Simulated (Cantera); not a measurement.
A perfectly stirred reactor is fed with CH4 : CO : O2 : N2 : H2O = 1 : 0.18 : 5.1 : 19.2 : 3.6 (molar parts), equivalence ratio 0.41, at 5.00 bar; it is adiabatic with a 473 K inlet, and is followed from long to short residence time, starting on the burning branch (τ in s: 0.087, 0.046, 0.025, 0.013, 0.0069, 0.0037, 0.0019, 0.001, 0.00055, 0.00029, 0.00015, 8.2e-05, 4.4e-05).

Model: GRI-Mech 3.0 (53 species, 325 reactions), integrated in Cantera.

**Question.** What does this change do: inlet temperature 473 to 423 K?

**Answer.** 
```csv
quantity,before,after
"blow-out, bracketed by the residence times tried","burning at 46.0 ms, out at 25.0 ms",not reached
x(CH4) at τ = 87.0 ms,0.000423,0.0344
x(CO) at τ = 87.0 ms,0.00303,0.00619
x(O2) at τ = 87.0 ms,0.106,0.175
x(HO2) at τ = 87.0 ms,2.32e-5,<1e-12
x(CH2) at τ = 87.0 ms,7.65e-10,<1e-12
x(CH4) at τ = 1.90 ms,0.0344,0.0344
x(CO) at τ = 1.90 ms,0.00619,0.00619
x(O2) at τ = 1.90 ms,0.175,0.175
x(HO2) at τ = 1.90 ms,<1e-12,<1e-12
x(CH2) at τ = 1.90 ms,<1e-12,<1e-12
state,not reached,not burning at any residence time tried
```

**Question.** What does this change do: O2 5.1 to 3.4 parts?

**Answer.** 
```csv
quantity,before,after
"blow-out, bracketed by the residence times tried","burning at 46.0 ms, out at 25.0 ms","burning at 25.0 ms, out at 13.0 ms"
x(CH4) at τ = 87.0 ms,0.000423,0.000207
x(CO) at τ = 87.0 ms,0.00303,0.00153
x(O2) at τ = 87.0 ms,0.106,0.0492
x(HO2) at τ = 87.0 ms,2.32e-5,1.45e-5
x(CH2) at τ = 87.0 ms,7.65e-10,4.12e-9
x(CH4) at τ = 1.90 ms,0.0344,0.0365
x(CO) at τ = 1.90 ms,0.00619,0.00657
x(O2) at τ = 1.90 ms,0.175,0.124
x(HO2) at τ = 1.90 ms,<1e-12,<1e-12
x(CH2) at τ = 1.90 ms,<1e-12,<1e-12
```
